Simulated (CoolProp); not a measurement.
Vapour-liquid equilibrium of m-xylene (1) + n-undecane (2) at 0.138 MPa; x and y are mole fractions of (1).

Computed with CoolProp (multi-fluid Helmholtz-energy mixture model, Zhou 2012 and Aleksandrov 2011; pair parameters Bell 2016).

```json
[
 {"x": "0.05", "bubble temperature, mixture model (K)": "477.4", "bubble temperature, Raoult's law (K)": "476.7", "y, mixture model": "0.138", "y, Raoult's law": "0.159"},
 {"x": "0.15", "bubble temperature, mixture model (K)": "468.9", "bubble temperature, Raoult's law (K)": "467.5", "y, mixture model": "0.360", "y, Raoult's law": "0.398"},
 {"x": "0.25", "bubble temperature, mixture model (K)": "461.4", "bubble temperature, Raoult's law (K)": "459.6", "y, mixture model": "0.527", "y, Raoult's law": "0.564"},
 {"x": "0.35", "bubble temperature, mixture model (K)": "454.7", "bubble temperature, Raoult's law (K)": "452.9", "y, mixture model": "0.653", "y, Raoult's law": "0.684"},
 {"x": "0.45", "bubble temperature, mixture model (K)": "448.6", "bubble temperature, Raoult's law (K)": "446.9", "y, mixture model": "0.749", "y, Raoult's law": "0.772"},
 {"x": "0.55", "bubble temperature, mixture model (K)": "443.2", "bubble temperature, Raoult's law (K)": "441.7", "y, mixture model": "0.823", "y, Raoult's law": "0.839"},
 {"x": "0.65", "bubble temperature, mixture model (K)": "438.2", "bubble temperature, Raoult's law (K)": "437.1", "y, mixture model": "0.881", "y, Raoult's law": "0.890"},
 {"x": "0.75", "bubble temperature, mixture model (K)": "433.7", "bubble temperature, Raoult's law (K)": "432.9", "y, mixture model": "0.926", "y, Raoult's law": "0.931"},
 {"x": "0.85", "bubble temperature, mixture model (K)": "429.5", "bubble temperature, Raoult's law (K)": "429.1", "y, mixture model": "0.961", "y, Raoult's law": "0.963"},
 {"x": "0.95", "bubble temperature, mixture model (K)": "425.8", "bubble temperature, Raoult's law (K)": "425.7", "y, mixture model": "0.989", "y, Raoult's law": "0.989"}
]
```

The largest gap from Raoult's law is +1.8 K in bubble temperature, at x = 0.35. No azeotrope shows between x = 0.05 and 0.95.

The pair parameters rest on a limited set of measurements; away from them the model extrapolates.
